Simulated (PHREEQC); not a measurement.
1 kg of water holding 0.0044 mol/kgw KCl and 0.014 mol/kgw MgSO4 is evaporated at 30 °C; the solids stay in contact with the brine. The system is closed to CO2. The run lets Arcanite, Bischofite, Brucite, Carnallite, Epsomite, Hexahydrite, Kainite, Kieserite, Leonite, Misenite, Schoenite, Sylvite, MgCl2_4H2O precipitate or redissolve, and no other solid.

Model: Pitzer model, pitzer.dat, run in PHREEQC.

| water left (kg) | ionic strength | water activity | Schoenite (mol) |
|---|---|---|---|
| 1 | 0.0604 | 0.999 | 0 |
| 0.8219 | 0.0735 | 0.999 | 0 |
| 0.6755 | 0.0894 | 0.999 | 0 |
| 0.4563 | [?] | 0.999 | 0 |
| 0.375 | 0.161 | 0.999 | 0 |
| 0.3082 | 0.196 | 0.998 | 0 |
| 0.2533 | 0.238 | 0.998 | 0 |
| 0.2082 | 0.290 | 0.998 | 0 |
| 0.1711 | 0.353 | [?] | 0 |
| 0.1156 | 0.522 | 0.996 | 0 |
| 0.09502 | [?] | 0.995 | 0 |
| 0.07809 | 0.774 | 0.995 | 0 |
| 0.06418 | 0.941 | 0.993 | 0 |
| 0.05275 | [?] | 0.992 | 0 |
| 0.04335 | 1.39 | 0.990 | 0 |
| 0.0293 | 2.06 | 0.986 | 0 |
| 0.02407 | 2.51 | 0.983 | 0 |
| 0.01979 | 3.05 | 0.979 | 0 |
| 0.01627 | 3.71 | 0.975 | 0 |
| 0.01337 | 4.52 | 0.968 | 0 |
| 0.01099 | 5.49 | 0.960 | 0 |
| 0.007426 | 8.13 | 0.932 | 0 |
| 0.006093 | 9.91 | 0.909 | 0 |
| 0.004985 | 11.8 | 0.878 | 0.000250 |

Question: Fill in the missing entries.

Answer: 
- 0.4563, ionic strength: 0.132
- 0.1711, water activity: 0.997
- 0.09502, ionic strength: 0.636
- 0.05275, ionic strength: 1.14

Species that the database lacks are ignored.
